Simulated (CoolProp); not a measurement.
The fluoroketone C6F12O (FK-5-1-12) at several states: density (kg/m³) from the reference equation and from simpler models built on Tc = 441.8 K, pc = 18.69 bar, ω = 0.471; each cubic takes its own stable root.

The numbers come from the reference Helmholtz-energy equation of state, McLinden 2015 in CoolProp.

```
T (K)  p (bar)   phase  reference
-----  -------  ------  ---------
439      0.897     gas      7.904
197.8    0.548  liquid       1881
385.2     35.3  liquid       1336
318.5     52.7  liquid       1569
427.8     40.5  liquid       1159
315.4     3.66  liquid       1551
```

Problem. How far does each simpler model (van der Waals, Soave-Redlich-Kwong, Peng-Robinson) lie from the reference over these 6 states: mean and median of the absolute difference, and the worst?

Solution. 
- van der Waals: mean 40.8 %, median 36.8 %, worst -96.7 % at 315.4 K and 3.66 bar
- Soave-Redlich-Kwong: mean 8.0 %, median 9.0 %, worst -11.6 % at 427.8 K and 40.5 bar
- Peng-Robinson: mean 1.9 %, median 1.8 %, worst +4.3 % at 318.5 K and 52.7 bar

At some of these states van der Waals gives the other phase, because its saturation line lies elsewhere.
